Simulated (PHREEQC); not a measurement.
Dissolve 0.019 mol Pb(NO3)2 and 0.032 mol Na2SO4 per kg of water at 94 °C. Closed to the air; pH follows from the charge balance.

All values are PHREEQC results (ion-association model, phreeqc.dat), not measurements.

```
quantity                  before   after
------------------------  ------  ------
pH                          5.35    5.71
ionic strength (mol/kgw)   0.108   0.108
NO3- (mol/kgw)            0.0367  0.0367
```

What was changed between the two runs?
A) 0.00042 mol/kgw NaHCO3 added
B) Pb(NO3)2 replaced by LiNO3 at the same molality
C) Na2SO4 left out
D) diluted 2-fold with water
E) Pb(NO3)2 from 0.019 to 0.0171 mol/kgw

A, 0.00042 mol/kgw NaHCO3 added

Precipitation was switched off in this run. Some of these states are supersaturated (in Anglesite, Pb(OH)2, for instance). Constants without temperature data keep their 25 °C values here.
